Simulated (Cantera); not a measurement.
Input: 1 mol CO, a varied amount of O2, 36 mol N2, held at 2100 °C and 1 atm.

Equilibrium computed with Cantera from the NASA thermochemical tables; the gas is ideal and each condensed phase is pure. Candidate condensed phases: C; 24 gas species. The numbers say what is thermodynamically allowed, not how fast it happens.

x: gas mole fraction; nothing condenses.

```
n(O2) (mol)   x N2    x CO    x CO2      x NO  x O2       x O      x N
-----------  -----  ------  -------  --------  ----  --------  -------
0.031        0.973  0.0254  0.00161   5.05e-5   ___   8.53e-6  8.31e-8
0.042        0.973  0.0248  0.00218   6.98e-5   ___   1.18e-5  8.31e-8
0.057        0.973  0.0241  0.00296   9.76e-5   ___   1.65e-5  8.31e-8
0.076        0.973  0.0231  0.00393  0.000135   ___   2.29e-5  8.31e-8
0.1          0.973  0.0219  0.00515  0.000187   ___   3.16e-5  8.31e-8
0.14         0.973  0.0199  0.00715  0.000286   ___   4.83e-5  8.31e-8
0.18         0.972  0.0179  0.00909  0.000403   ___   6.81e-5  8.31e-8
0.25         0.972  0.0147   0.0123  0.000662   ___  0.000112  8.31e-8
0.33         0.971  0.0116   0.0154   0.00106   ___  0.000179  8.30e-8
```

Q: Complete the blanks.

A: 
- 0.031, x O2: 1.31e-6
- 0.042, x O2: 2.51e-6
- 0.057, x O2: 4.91e-6
- 0.076, x O2: 9.42e-6
- 0.1, x O2: 1.80e-5
- 0.14, x O2: 4.20e-5
- 0.18, x O2: 8.35e-5
- 0.25, x O2: 0.000226
- 0.33, x O2: 0.000577
